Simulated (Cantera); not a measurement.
Input: 1 mol Si, 1.2 mol HCl, 64 mol N2, equilibrated at 0.470 bar.

These are equilibrium values from Cantera (NASA tables, ideal gas, pure condensed phases), not measurements of a reactor. Candidate condensed phases: NH4Cl, Si, Si3N4; 28 gas species. N2 is the only nitrogen source here; it is nearly inert below about 1500 K, so the nitride shown seldom forms there in practice. Rates play no part. All values below are at 598 K.

Base state: N2 0.984, HCl 0.00985, H2 0.00437, SiCl4 0.00219 (mole fractions); condensed: Si3N4(s).

**Question.** What changes in the equilibrium state with this change: N2 from 64 to 8.9 mol?

**Answer.** 
| species | before | after |
|---|---|---|
| N2 | 0.984 | 0.892 |
| HCl | 0.00985 | 0.0499 |
| H2 | 0.00437 | 0.0389 |
| SiCl4 | 0.00219 | 0.0195 |
| NH3 | 5.80e-6 | 0.000146 |
| Si3N4(s), mol | 0.286 | 0.272 |

**Question.** What changes in the equilibrium state with this change: N2 from 64 to 0.25 mol?

**Answer.** 
```
species         before    after
-------------  -------  -------
H2             0.00437    0.633
SiCl4          0.00219    0.268
SiHCl3         2.55e-8   0.0964
N2               0.984    <1e-9
SiH2Cl2          <1e-9  0.00172
HCl            0.00985  4.63e-5
Si3N4(s), mol    0.286    0.125
Si(s), mol           0    0.303
```
